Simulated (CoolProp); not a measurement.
Saturated liquid density (kg/m³) of dodecamethylpentasiloxane (MD3M): the reference equation beside estimates from Tc = 354.9 °C, pc = 954.0 kPa, ω = 0.730. Rackett uses Z = 0.29056 − 0.08775 ω.

Model: reference Helmholtz-energy equation of state, Thol 2019, in CoolProp.

| T (°C) | reference | Rackett | van der Waals | Redlich-Kwong | Soave-Redlich-Kwong | Peng-Robinson |
|---|---|---|---|---|---|---|
| 205.15 | 684.4 | 831.7 | 378.4 | 540.8 | 607.1 | 686.3 |
| 210.75 | 677.7 | 822.9 | 374.8 | 534.4 | 600.8 | 679.4 |
| 216.35 | 670.9 | 813.9 | 371.1 | 527.8 | 594.3 | 672.3 |
| 222.05 | 663.9 | 804.6 | 367.3 | 520.9 | 587.5 | 664.7 |
| 227.65 | 656.9 | 795.3 | 363.5 | 514.0 | 580.5 | 657.0 |
| 233.25 | 649.7 | 785.8 | 359.6 | 507.0 | 573.2 | 648.9 |
| 238.85 | 642.3 | 776.0 | 355.5 | 499.7 | 565.7 | 640.6 |
| 244.45 | 634.8 | 766.1 | 351.4 | 492.3 | 557.9 | 631.9 |
| 250.05 | 627.2 | 756.0 | 347.2 | 484.7 | 549.8 | 622.8 |
| 255.65 | 619.3 | 745.6 | 342.8 | 476.8 | 541.4 | 613.3 |
| 261.25 | 611.2 | 734.9 | 338.3 | 468.7 | 532.6 | 603.4 |
| 266.85 | 602.9 | 723.9 | 333.7 | 460.4 | 523.4 | 593.1 |
| 272.55 | 594.1 | 712.4 | 328.8 | 451.7 | 513.6 | 582.0 |

Absolute difference from the reference over all 13 rows, mean and median: Rackett 20.8 and 20.8 %, van der Waals 44.7 and 44.7 %, Redlich-Kwong 22.3 and 22.2 %, Soave-Redlich-Kwong 12.1 and 11.9 %, Peng-Robinson 0.6 and 0.3 %.
